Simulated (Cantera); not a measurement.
Cantera run:

```python
import numpy as np
import cantera as ct

gas_names = """
    H H2 N NH NH2 NH3 N2 N2H2 N2H4 Si SiH SiH2 SiH3 SiH4 SiN Si2 Si2N Si3
""".split()
cond_names = """
    Si(cr) Si(L) Si3N4(a)
""".split()


# ... load() reads the species with a 1 bar reference pressure and builds the phases ...
atoms = {
    'Si3N4': {'Si': 3, 'N': 4},
    'H2': {'H': 2},
}
top_T = {'Si3N4(a)': 2400}  # K; cautious upper limits of use, not melting points


# ... equilibrate(T, P, feed) seeds the gas with the atoms and calls Mixture.equilibrate('TP', solver="vcs", rtol=1e-11, max_steps=5000) ...
results = []
P = 100000  # Pa
for T in [1648, 1748, 1848, 1948, 2048, 2148, 2248, 2348, 2448, 2548]:
    for m in [0.036, 0.047, 0.061, 0.081, 0.11, 0.14, 0.18, 0.24, 0.32, 0.42, 0.55]:
        feed = {'Si3N4': 1, 'H2': m}  # mol
        mix = equilibrate(T, P, feed)
        results.append((T, P, feed, dict(zip(mix.species_names, mix.species_moles))))

for T, P, feed, n in results:
    print(f"{T:7g} {feed['H2']:10.4g}  " + (" + ".join(c for c in cond_names if n.get(c, 0) > 1e-12) or "gas only"))
```

It prints:

```
   1648      0.036  Si(cr) + Si3N4(a)
   1648      0.047  Si(cr) + Si3N4(a)
   1648      0.061  Si(cr) + Si3N4(a)
   1648      0.081  Si(cr) + Si3N4(a)
   1648       0.11  Si(cr) + Si3N4(a)
   1648       0.14  Si(cr) + Si3N4(a)
   1648       0.18  Si(cr) + Si3N4(a)
   1648       0.24  Si(cr) + Si3N4(a)
   1648       0.32  Si(cr) + Si3N4(a)
   1648       0.42  Si(cr) + Si3N4(a)
   1648       0.55  Si(cr) + Si3N4(a)
   1748      0.036  Si(L) + Si3N4(a)
   1748      0.047  Si(L) + Si3N4(a)
   1748      0.061  Si(L) + Si3N4(a)
   1748      0.081  Si(L) + Si3N4(a)
   1748       0.11  Si(L) + Si3N4(a)
   1748       0.14  Si(L) + Si3N4(a)
   1748       0.18  Si(L) + Si3N4(a)
   1748       0.24  Si(L) + Si3N4(a)
   1748       0.32  Si(L) + Si3N4(a)
   1748       0.42  Si(L) + Si3N4(a)
   1748       0.55  Si(L) + Si3N4(a)
   1848      0.036  Si(L) + Si3N4(a)
   1848      0.047  Si(L) + Si3N4(a)
   1848      0.061  Si(L) + Si3N4(a)
   1848      0.081  Si(L) + Si3N4(a)
   1848       0.11  Si(L) + Si3N4(a)
   1848       0.14  Si(L) + Si3N4(a)
   1848       0.18  Si(L) + Si3N4(a)
   1848       0.24  Si(L) + Si3N4(a)
   1848       0.32  Si(L) + Si3N4(a)
   1848       0.42  Si(L) + Si3N4(a)
   1848       0.55  Si(L) + Si3N4(a)
   1948      0.036  Si(L) + Si3N4(a)
   1948      0.047  Si(L) + Si3N4(a)
   1948      0.061  Si(L) + Si3N4(a)
   1948      0.081  Si(L) + Si3N4(a)
   1948       0.11  Si(L) + Si3N4(a)
   1948       0.14  Si(L) + Si3N4(a)
   1948       0.18  Si(L) + Si3N4(a)
   1948       0.24  Si(L) + Si3N4(a)
   1948       0.32  Si(L) + Si3N4(a)
   1948       0.42  Si(L) + Si3N4(a)
   1948       0.55  Si(L) + Si3N4(a)
   2048      0.036  Si(L) + Si3N4(a)
   2048      0.047  Si(L) + Si3N4(a)
   2048      0.061  Si(L) + Si3N4(a)
   2048      0.081  Si(L) + Si3N4(a)
   2048       0.11  Si(L) + Si3N4(a)
   2048       0.14  Si(L) + Si3N4(a)
   2048       0.18  Si(L) + Si3N4(a)
   2048       0.24  Si(L) + Si3N4(a)
   2048       0.32  Si(L) + Si3N4(a)
   2048       0.42  Si(L) + Si3N4(a)
   2048       0.55  Si(L) + Si3N4(a)
   2148      0.036  Si(L)
   2148      0.047  Si(L)
   2148      0.061  Si(L)
   2148      0.081  Si(L)
   2148       0.11  Si(L)
   2148       0.14  Si(L)
   2148       0.18  Si(L)
   2148       0.24  Si(L)
   2148       0.32  Si(L)
   2148       0.42  Si(L)
   2148       0.55  Si(L)
   2248      0.036  Si(L)
   2248      0.047  Si(L)
   2248      0.061  Si(L)
   2248      0.081  Si(L)
   2248       0.11  Si(L)
   2248       0.14  Si(L)
   2248       0.18  Si(L)
   2248       0.24  Si(L)
   2248       0.32  Si(L)
   2248       0.42  Si(L)
   2248       0.55  Si(L)
   2348      0.036  Si(L)
   2348      0.047  Si(L)
   2348      0.061  Si(L)
   2348      0.081  Si(L)
   2348       0.11  Si(L)
   2348       0.14  Si(L)
   2348       0.18  Si(L)
   2348       0.24  Si(L)
   2348       0.32  Si(L)
   2348       0.42  Si(L)
   2348       0.55  Si(L)
   2448      0.036  Si(L)
   2448      0.047  Si(L)
   2448      0.061  Si(L)
   2448      0.081  Si(L)
   2448       0.11  Si(L)
   2448       0.14  Si(L)
   2448       0.18  Si(L)
   2448       0.24  Si(L)
   2448       0.32  Si(L)
   2448       0.42  Si(L)
   2448       0.55  Si(L)
   2548      0.036  Si(L)
   2548      0.047  Si(L)
   2548      0.061  Si(L)
   2548      0.081  Si(L)
   2548       0.11  Si(L)
   2548       0.14  Si(L)
   2548       0.18  Si(L)
   2548       0.24  Si(L)
   2548       0.32  Si(L)
   2548       0.42  Si(L)
   2548       0.55  Si(L)
```

These are equilibrium values from Cantera (NASA tables, ideal gas, pure condensed phases), not measurements of a reactor. Mutual solubility and eutectic melting of coexisting phases are not modelled.
